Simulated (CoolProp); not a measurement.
A Linde-Hampson liquefier for CF4 (R14): isothermal reversible compression at 290 K from 1 atm to 20 MPa, throttling to 1 atm, return gas leaving the recuperator 0 K below the feed. Each further row changes one setting.

The numbers come from the reference Helmholtz-energy equation of state, Platzer 1990 in CoolProp. This equation is an older, rougher fit; its heat capacities, sound speeds and derivatives of the liquid may be far off and weren't checked against measurements.

```json
[
 {"case": "as stated", "liquid yield per pass": "0.301", "compression work (kJ/kg of gas)": "128"},
 {"case": "high pressure 40 MPa", "liquid yield per pass": "0.318", "compression work (kJ/kg of gas)": "147"},
 {"case": "warm-end temperature 320 K", "liquid yield per pass": "0.226", "compression work (kJ/kg of gas)": "148"},
 {"case": "warm-end gap 5 K", "liquid yield per pass": "0.290", "compression work (kJ/kg of gas)": "128"}
]
```
